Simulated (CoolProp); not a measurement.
Aqueous ethanol as a coolant, at 2 °C, 1 atm.

The numbers come from the Melinder's fits for secondary coolants in CoolProp.

```csv
mass %,freezing point (°C),cp (kJ/(kg K)),Prandtl number,conductivity (W/(m K)),density (kg/m³)
2.8,-1.1,4.280,15.5,0.548,994.7
7.8,-3.3,4.369,22.5,0.518,987.4
12.8,-6.0,4.406,31.4,0.489,982.0
17.9,-9.5,4.388,41.6,0.461,977.2
22.9,-13.6,4.322,51.5,0.434,972.4
27.9,-18.1,4.220,60.0,0.409,966.7
32.9,-22.9,4.096,66.2,0.385,959.9
37.9,-27.6,3.964,69.9,0.362,951.8
42.9,-32.0,3.834,71.2,0.341,942.6
47.9,-36.0,3.708,70.6,0.321,932.3
```
